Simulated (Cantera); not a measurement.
An isothermal, constant-pressure homogeneous reactor starts with NO : N₂ = 1 : 2.9 (molar parts), at 1698 K and 97.5 Torr. Integrator tolerance rtol = 1e-08.

Cantera simulation using GRI-Mech 3.0 (53 species, 325 reactions); the numbers are that mechanism's predictions, not measurements.

Task: What does this change do: pressure from 97.5 Torr to 173 Torr?

Result: 
```csv
quantity,before,after
x(NO) at 300 s,0.0600 (gas-phase equilibrium 0.00236),0.0351 (gas-phase equilibrium 0.00236)
x(N₂O) at 300 s,1.29e-6 (gas-phase equilibrium 5.24e-8),5.00e-7 (gas-phase equilibrium 6.96e-8)
x(O) at 300 s,3.85e-5 (gas-phase equilibrium 4.35e-5),3.06e-5 (gas-phase equilibrium 3.27e-5)
x(N₂) at 300 s,0.842 (gas-phase equilibrium 0.871),0.854 (gas-phase equilibrium 0.871)
x(NO₂) at 300 s,4.64e-5 (gas-phase equilibrium 2.08e-6),3.84e-5 (gas-phase equilibrium 2.77e-6)
```

Task: What does this change do: N2 2.9 to 0.53 parts?

Result: 
```tsv
quantity	before	after
x(NO) at 300 s	0.0600 (gas-phase equilibrium 0.00236)	0.0625 (gas-phase equilibrium 0.00332)
x(N₂O) at 300 s	1.29e-6 (gas-phase equilibrium 5.24e-8)	1.32e-6 (gas-phase equilibrium 6.46e-8)
x(O) at 300 s	3.85e-5 (gas-phase equilibrium 4.35e-5)	6.66e-5 (gas-phase equilibrium 6.96e-5)
x(N₂) at 300 s	0.842 (gas-phase equilibrium 0.871)	0.642 (gas-phase equilibrium 0.672)
x(NO₂) at 300 s	4.64e-5 (gas-phase equilibrium 2.08e-6)	8.38e-5 (gas-phase equilibrium 4.68e-6)
```
